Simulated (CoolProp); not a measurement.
Computed with CoolProp (reference Helmholtz-energy equation of state, Span 2000).

Task: For nitrogen, give the phase and the cp (kJ/(kg K)), conductivity (mW/(m K)) at -113.45 °C and 0.0544 MPa; -0.55 °C and 0.0544 MPa; 67.15 °C and 0.0544 MPa.

Result: 
- -113.45 °C and 0.0544 MPa: gas; cp 1.04, conductivity 14.8
- -0.55 °C and 0.0544 MPa: gas; cp 1.04, conductivity 23.9
- 67.15 °C and 0.0544 MPa: gas; cp 1.04, conductivity 28.8

Thermal conductivity comes from a separate model (Lemmon 2004).
